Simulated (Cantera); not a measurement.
A closed system holds: 1 mol SiC, 0.014 mol O2, 700 mol H2, at 1750 °C and 5.20 Pa.

Cantera equilibrium calculation (NASA polynomials, part measured and part estimated; ideal gas, pure solids and liquids). Candidate condensed phases: C, C6H6, C7H8, C8H18, H2O, Si, SiC, SiO2; 123 gas species. Kinetics and transport are ignored.

Base state: H2 0.767, H 0.231, Si 0.00121, C2H2 (acetylene) 0.000562, SiC2 4.56e-5, CO 3.53e-5 (mole fractions); condensed: gas only.

Problem. What changes in the equilibrium state with this change: temperature from 1750 °C to 1075 °C?

Solution. 
```csv
species,before,after
H2,0.767,1.000
H,0.231,0.000322
CO,3.53e-5,2.02e-5
Si,0.00121,4.36e-7
SiO,7.09e-9,1.98e-5
C2H2 (acetylene),0.000562,1.19e-9
SiC2,4.56e-5,<1e-9
"SiC(s), mol",0,0.986
```
